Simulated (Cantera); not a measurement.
An adiabatic, constant-pressure homogeneous reactor starts with CO : H₂ : O₂ : N₂ = 1 : 0.48 : 0.617 : 2.32 (molar parts), equivalence ratio 1.2, at 1550 K and 5.20 bar. Integrator tolerance rtol = 1e-08.

Detailed kinetics in Cantera: GRI-Mech 3.0 (53 species, 325 reactions). The hydrogen kinetics of GRI-Mech 3.0 are dated; newer H2 mechanisms differ, most at raised pressure.

```json
[
 {"quantity": "time of steepest temperature rise", "before": "3.17 µs", "after": "1.73 µs"},
 {"quantity": "temperature at 2.00 s", "before": "2953 K", "after": "3007 K"},
 {"quantity": "equilibrium temperature", "before": "2953 K", "after": "3007 K"},
 {"quantity": "x(CO) at 2.00 s", "before": "0.116 (gas-phase equilibrium 0.116)", "after": "0.112 (gas-phase equilibrium 0.112)"},
 {"quantity": "x(H₂) at 2.00 s", "before": "0.0114 (gas-phase equilibrium 0.0114)", "after": "0.0107 (gas-phase equilibrium 0.0107)"},
 {"quantity": "x(O₂) at 2.00 s", "before": "0.0207 (gas-phase equilibrium 0.0207)", "after": "0.0186 (gas-phase equilibrium 0.0186)"},
 {"quantity": "x(H₂O) at 2.00 s", "before": "0.0973 (gas-phase equilibrium 0.0973)", "after": "0.0996 (gas-phase equilibrium 0.0996)"},
 {"quantity": "x(OH) at 2.00 s", "before": "0.0175 (gas-phase equilibrium 0.0175)", "after": "0.0165 (gas-phase equilibrium 0.0165)"},
 {"quantity": "x(H) at 2.00 s", "before": "0.00642 (gas-phase equilibrium 0.00642)", "after": "0.00530 (gas-phase equilibrium 0.00530)"}
]
```

**Question.** Name the change that produced these shifts.
(A) pressure from 5.20 bar to 1.01 bar
(B) pressure from 5.20 bar to 10.0 bar
(C) initial temperature 1550 to 1275 K
(D) CO 1 to 0.69 parts

**Answer.** B, pressure from 5.20 bar to 10.0 bar
